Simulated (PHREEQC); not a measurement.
A made-up water analysis in mg/kgw, 25 °C, pH 3.1, pe 11.5: Na 45.2; K 1.3; Ca 131; Mg 317; Cl 167; S(6) as SO4 1500; Mn(2) 0.784.

Valence states are taken as typed.

All values are PHREEQC results (ion-association model, phreeqc.dat), not measurements.

Each row changes one thing in this solution. This is a speciation only: nothing precipitates in the calculation.

| case | ionic strength (mol/kgw) | SO4-2 (mol/kgw) | Mg+2 (mol/kgw) | MgSO4 (mol/kgw) | Ca+2 (mol/kgw) | CaSO4 (mol/kgw) | SI of Gypsum (CaSO4:2H2O) | SI of Halite (NaCl) |
|---|---|---|---|---|---|---|---|---|
| as made | 0.0452 | 0.00969 | 0.00852 | 0.00452 | 0.00234 | 0.000921 | -0.70 | -6.78 |
| temperature from 25 to 35 °C at the same typed pH | 0.0428 | 0.00905 | 0.00796 | 0.00508 | 0.00233 | 0.000927 | -0.72 | -6.79 |
| all concentrations times 3 at the same typed pH | 0.117 | 0.0249 | 0.0219 | 0.0172 | 0.00623 | 0.00355 | -0.11 | -5.90 |

Species that the database lacks are ignored.
